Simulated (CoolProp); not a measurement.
Vapour-liquid equilibrium of n-octane (1) + p-xylene (2) at 1.63 kPa; x and y are mole fractions of (1).

Model: multi-fluid Helmholtz-energy mixture model, Beckmüller 2019 and Zhou 2012; pair parameters Bell 2016, in CoolProp.

```tsv
x	bubble temperature (K)	y at the bubble point	dew temperature at overall composition x (K)	liquid density (mol/L)
0.05	302.8	?	303.4	7.907
0.125	301.5	?	302.6	7.738
0.2	300.5	0.329	301.8	7.573
0.275	299.6	0.411	301.0	7.414
0.35	298.9	0.483	300.2	7.261
0.425	298.3	0.547	299.5	7.112
0.5	297.8	0.608	298.7	6.969
0.575	297.4	0.666	298.1	6.831
0.65	297.0	0.723	297.5	6.697
0.725	296.6	?	297.0	6.568
0.8	296.3	0.837	296.5	6.444
0.875	296.1	0.897	296.2	6.324
0.95	295.8	0.958	295.9	6.208
```

### Question
Fill in the missing entries.

### Answer

- 0.05, y at the bubble point: 0.105
- 0.125, y at the bubble point: 0.230
- 0.725, y at the bubble point: 0.780

No azeotrope shows between x = 0.05 and 0.95.

Pair parameters are fitted to limited data, so mixtures are less certain than the pure fluids.
